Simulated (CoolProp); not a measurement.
Vapour-liquid equilibrium of 1-butene (1) + n-butane (2) at 363.7 K; x and y are mole fractions of (1).

The numbers come from the multi-fluid Helmholtz-energy mixture model, Lemmon 2005 and Bücker 2006; pair parameters Bell 2016 in CoolProp.

```csv
x,bubble pressure (bar),y at the bubble point,dew pressure at overall composition x (bar),liquid density (mol/L)
0.05,12.75,0.056,12.74,8.340
0.125,12.93,0.139,12.90,8.369
0.2,13.11,?,13.06,8.399
0.275,13.29,?,13.23,8.429
0.35,?,?,13.40,8.459
0.425,13.65,0.455,13.58,8.489
0.5,13.83,0.530,13.76,8.520
0.575,14.00,0.603,13.93,8.551
0.65,14.17,0.675,14.11,8.584
0.725,14.33,0.745,14.28,8.618
0.8,14.48,?,14.45,8.653
0.875,14.63,?,14.61,8.689
0.95,14.76,0.954,14.76,8.728
```

Question: Complete the blanks.

Answer: 
- 0.2, y at the bubble point: 0.221
- 0.275, y at the bubble point: 0.301
- 0.35, bubble pressure (bar): 13.47
- 0.35, y at the bubble point: 0.379
- 0.8, y at the bubble point: 0.815
- 0.875, y at the bubble point: 0.885

No azeotrope shows between x = 0.05 and 0.95.

Pair parameters are fitted to limited data, so mixtures are less certain than the pure fluids.
